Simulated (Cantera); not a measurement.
A closed system holds: 1 mol BCl3, 0.86 mol O2, 2 mol N2, at 2348 K and 0.825 Torr.

These are equilibrium values from Cantera (NASA tables, ideal gas, pure condensed phases), not measurements of a reactor. Candidate condensed phases: B, BN, B2O3; 25 gas species. The tables' values for BOCl are old estimates; treat these amounts as uncertain. Rates play no part.

Base state: Cl 0.502, N2 0.341, B2O3 0.0439, BO2 0.0419, BO 0.0301, O 0.0182, BOCl 0.0112, O2 0.00852 (mole fractions); condensed: gas only.

Question: What changes in the equilibrium state with this change: pressure from 0.825 Torr to 0.480 Torr?

Answer: 
```csv
species,before,after
Cl,0.502,0.498
N2,0.341,0.337
BO2,0.0419,0.0433
BO,0.0301,0.0422
B2O3,0.0439,0.0371
O,0.0182,0.0231
BOCl,0.0112,0.00906
Cl2,5.26e-5,3.00e-5
ClO,1.85e-5,1.36e-5
B2O2,9.82e-5,0.000112
```
